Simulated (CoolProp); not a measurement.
cis-2-butene along the isotherm 361.6 K: Z from the reference equation and from simpler models built on Tc = 435.8 K, pc = 42.36 bar, ω = 0.202; each cubic takes its own stable root.

Model: reference Helmholtz-energy equation of state, Lemmon 2005, in CoolProp. It is a short technical equation, of lower accuracy than the large ones.

```tsv
p (bar)	phase	reference
1.93	gas	0.9700
3.85	gas	0.9385
5.78	gas	0.9047
7.7	gas	0.8684
9.63	gas	0.8286
11.6	liquid	0.04087
13.5	liquid	0.04750
15.4	liquid	0.05411
17.3	liquid	0.06071
19.3	liquid	0.06763
21.2	liquid	0.07419
```

Question: How far does each simpler model (Soave-Redlich-Kwong, Peng-Robinson) lie from the reference over these 11 states: mean and median of the absolute difference, and the worst?

Answer: 
- Soave-Redlich-Kwong: mean 6.7 %, median 11.3 %, worst +11.9 % at 361.6 K and 11.6 bar
- Peng-Robinson: mean 0.9 %, median 1.4 %, worst -1.8 % at 361.6 K and 21.2 bar
